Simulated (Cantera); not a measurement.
A closed system holds: 1 mol C, 1.3 mol H2O, 23 mol H2, equilibrated at 0.110 bar.

Equilibrium computed with Cantera from the NASA thermochemical tables; the gas is ideal and each condensed phase is pure. Candidate condensed phases: C, C6H6, C7H8, C8H18, H2O; 131 gas species. Ions and electrons are included (thermal ionisation). Rates play no part.

x: gas mole fraction; nothing condenses.

| T (K) | x H | x H2 | x CO | x H2O |
|---|---|---|---|---|
| 2500 | 0.0711 | 0.879 | 0.0380 | 0.0112 |
| 3000 | 0.366 | 0.592 | 0.0322 | 0.00749 |
| 3500 | … | … | … | … |
| 4000 | 0.935 | 0.0379 | 0.0208 | 2.89e-5 |
| 4500 | 0.965 | … | 0.0200 | … |
| 5000 | 0.969 | 0.00250 | 0.0179 | 1.24e-7 |

Task: Some entries are withheld; supply them.

Result: 
- 4500, x H2: 0.00857
- 4500, x H2O: 1.26e-6
- 3500, x H: 0.778
- 3500, x H2: 0.191
- 3500, x CO: 0.0239
- 3500, x H2O: 0.000975
